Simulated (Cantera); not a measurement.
An isothermal plug-flow reactor at 1200 K and 100000 Pa (inlet), inlet velocity 3.9 m/s, active area per volume 630 1/m; feed CH4 : O2 : N2 = 0.029 : 0.013 : 0.79 (molar parts), equivalence ratio 4.5.

Cantera simulation using Deutschmann's 1995 Pt surface mechanism with GRI-Mech 3.0 gas chemistry; the numbers are that mechanism's predictions, not measurements. Catalytic surfaces can have several steady states; this one follows from the mechanism file's or the stated starting coverage. Mass transfer to the wall is taken as infinitely fast.

What does this change do: pressure from 100000 Pa to 32000 Pa?


```json
[
 {"quantity": "x(CH4) at z = 0.01 m", "before": "0.0164", "after": "0.0121"},
 {"quantity": "x(O2) at z = 0.01 m", "before": "0.00130", "after": "0.000538"},
 {"quantity": "x(H2O) at z = 0.01 m", "before": "0.0103", "after": "0.00748"},
 {"quantity": "x(CO2) at z = 0.01 m", "before": "1.99e-5", "after": "2.15e-5"},
 {"quantity": "x(CO) at z = 0.01 m", "before": "0.0177", "after": "0.0218"},
 {"quantity": "θ(free Pt) at the exit", "before": "0.177", "after": "0.190"},
 {"quantity": "θ(H*) at the exit", "before": "0.00244", "after": "0.00171"},
 {"quantity": "θ(CO*) at the exit", "before": "0.00244", "after": "0.00112"},
 {"quantity": "θ(C*) at the exit", "before": "0.819", "after": "0.807"}
]
```

What does this change do: inlet velocity 3.9 to 3.2 m/s?


| quantity | before | after |
|---|---|---|
| x(CH4) at z = 0.01 m | 0.0164 | 0.0161 |
| x(O2) at z = 0.01 m | 0.00130 | 0.00119 |
| x(H2O) at z = 0.01 m | 0.0103 | 0.0102 |
| x(CO2) at z = 0.01 m | 1.99e-5 | 1.99e-5 |
| x(CO) at z = 0.01 m | 0.0177 | 0.0180 |
| θ(free Pt) at the exit | 0.177 | 0.154 |
| θ(H*) at the exit | 0.00244 | 0.00230 |
| θ(CO*) at the exit | 0.00244 | 0.00188 |
| θ(C*) at the exit | 0.819 | 0.842 |
